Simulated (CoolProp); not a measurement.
Vapour-liquid equilibrium of p-xylene (1) + n-decane (2) at 352.4 K; x and y are mole fractions of (1).

The numbers come from the multi-fluid Helmholtz-energy mixture model, Zhou 2012 and Lemmon 2006; pair parameters Bell 2016 in CoolProp.

| x | bubble pressure, mixture model (kPa) | bubble pressure, Raoult's law (kPa) | y, mixture model | y, Raoult's law |
|---|---|---|---|---|
| 0.05 | 4.608 | 4.501 | 0.187 | 0.169 |
| 0.15 | 5.889 | 5.626 | 0.428 | 0.405 |
| 0.25 | 7.102 | 6.751 | 0.578 | 0.562 |
| 0.35 | 8.257 | 7.876 | 0.682 | 0.675 |
| 0.45 | 9.368 | 9.002 | 0.760 | 0.759 |
| 0.55 | 10.45 | 10.13 | 0.821 | 0.825 |
| 0.65 | 11.50 | 11.25 | 0.871 | 0.877 |
| 0.75 | 12.55 | 12.38 | 0.914 | 0.920 |
| 0.85 | 13.60 | 13.50 | 0.951 | 0.956 |
| 0.95 | 14.66 | 14.63 | 0.984 | 0.987 |

The largest gap from Raoult's law is +5.2 % in bubble pressure, at x = 0.25. No azeotrope shows between x = 0.05 and 0.95.

The pair parameters rest on a limited set of measurements; away from them the model extrapolates.
